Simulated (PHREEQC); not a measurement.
Solution A (0.071 mol FeCl3, 0.00025 mol H3AsO4, 0.0011 mol NaF and 0.00012 mol NaCl per kg of water) is mixed with solution B (0.013 mol NH4Cl per kg of water) at 25 °C; shares are by mass of water, 1 kg in all. O2 is buffered at 0.21 atm. CO2 from the air is kept out. Slow redox steps are shut off: ammonium isn't oxidised. Names ending in (a), (am) or -a are amorphous solids. Solids allowed: Fe(OH)3(a), Scorodite, Halite. Others were left out.

The series has 11 steps of share of solution B, from 0 to 1.

All values are PHREEQC results (ion-association model, wateq4f.dat), not measurements.

Problem. Between which two steps does the pH jump most, and from what to what?

Solution. Between share of solution B = 0.9 and 1: from 2.47 to 5.61.

The database's scorodite may be far more soluble than the real mineral, and it has no iron arsenate complexes; the constant wasn't checked at its source. Fluoro complexes past AlF4- and FeF3 are missing from the database.
